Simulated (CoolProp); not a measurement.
Octamethyltrisiloxane (MDM) along the isotherm 301.85 °C: fugacity coefficient from the reference equation and from simpler models built on Tc = 292.2 °C, pc = 1438 kPa, ω = 0.528; each cubic takes its own stable root.

Model: reference Helmholtz-energy equation of state, Thol 2017, in CoolProp.

| p (kPa) | phase | reference | van der Waals | Redlich-Kwong | Soave-Redlich-Kwong | Peng-Robinson |
|---|---|---|---|---|---|---|
| 71.9 | gas | 0.9844 | 0.9858 | 0.9838 | 0.9841 | 0.9822 |
| 144 | gas | 0.9689 | 0.9715 | 0.9677 | 0.9682 | 0.9646 |
| 216 | gas | 0.9534 | 0.9573 | 0.9517 | 0.9525 | 0.9471 |
| 288 | gas | 0.9379 | 0.9432 | 0.9358 | 0.9368 | 0.9298 |
| 359 | gas | 0.9227 | 0.9292 | 0.9202 | 0.9215 | 0.9129 |
| 431 | gas | 0.9073 | 0.9151 | 0.9044 | 0.9060 | 0.8960 |
| 503 | gas | 0.8919 | 0.9010 | 0.8887 | 0.8906 | 0.8791 |
| 575 | gas | 0.8765 | 0.8868 | 0.8731 | 0.8753 | 0.8624 |
| 647 | gas | 0.8612 | 0.8727 | 0.8576 | 0.8600 | 0.8459 |
| 719 | gas | 0.8458 | 0.8586 | 0.8421 | 0.8448 | 0.8294 |
